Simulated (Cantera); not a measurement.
Feed: 1 mol PbO, 4.5 mol C, 1.5 mol N2, held at 100000 Pa.

Cantera equilibrium calculation (NASA polynomials, part measured and part estimated; ideal gas, pure solids and liquids). Candidate condensed phases: C, Pb, PbO, PbO2, Pb3O4; 27 gas species. Rates play no part.

Q: What share of the Pb ends up in condensed phases as a function of T (K), at 998, 1148, 1298, 1448, 1598, 1748, 1898, 2048, 2198?

A: 
```
T (K)  Pb condensed (%)     as
-----  ----------------  -----
998               100.0  Pb(l)
1148               99.9  Pb(l)
1298               99.4  Pb(l)
1448               96.3  Pb(l)
1598               84.1  Pb(l)
1748               41.2  Pb(l)
1898                0.0      -
2048                0.0      -
2198                0.0      -
```
